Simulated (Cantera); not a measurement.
## Equilibrium for fluorocarbon and chlorocarbon gases: CHF3 + H2

Charge: 1 mol CHF3, a varied amount of H2, equilibrated at 900 K and 10.0 mbar.

Cantera equilibrium calculation (NASA polynomials, part measured and part estimated; ideal gas, pure solids and liquids). Candidate condensed phases: C, C6H6, C7H8, C8H18; 95 gas species. Gases not in the tables: C2F6 and larger saturated fluorocarbons. Equilibrium is a limit: real reactors are often held back by kinetics, nucleation or transport.

| n(H2) (mol) | x HF | x H2 | x CF4 | x CH4 | x H2F2 | x CHF3 | n C(graphite) |
|---|---|---|---|---|---|---|---|
| 0.28 | 0.812 | 1.06e-10 | 0.188 | <1e-12 | 3.84e-7 | 1.58e-7 | 0.640 |
| 0.46 | 0.877 | 1.52e-10 | 0.123 | <1e-12 | 4.47e-7 | 1.39e-7 | 0.730 |
| 0.73 | 0.948 | 2.73e-10 | 0.0520 | <1e-12 | 5.23e-7 | 9.73e-8 | 0.865 |
| 1.2 | 0.938 | 0.0625 | <1e-12 | 1.22e-5 | 5.11e-7 | <1e-12 | 1.000 |
| 1.9 | 0.769 | 0.230 | <1e-12 | 0.000166 | 3.44e-7 | <1e-12 | 0.999 |
| 3 | 0.600 | 0.399 | <1e-12 | 0.000497 | 2.10e-7 | <1e-12 | 0.998 |
| 4.9 | 0.435 | 0.564 | <1e-12 | 0.000992 | 1.10e-7 | <1e-12 | 0.993 |
x: gas mole fraction; n: condensed amount in mol.

From 0.28 mol H2 to 4.9 mol H2 the condensed part is C(graphite). The main C-bearing gas is CF4 at 0.28 mol H2 and CH4 at 4.9 mol H2. The share of C in condensed phases is highest at 1.2 mol H2 (100.0 %) and lowest at 0.28 mol H2 (64.0 %).
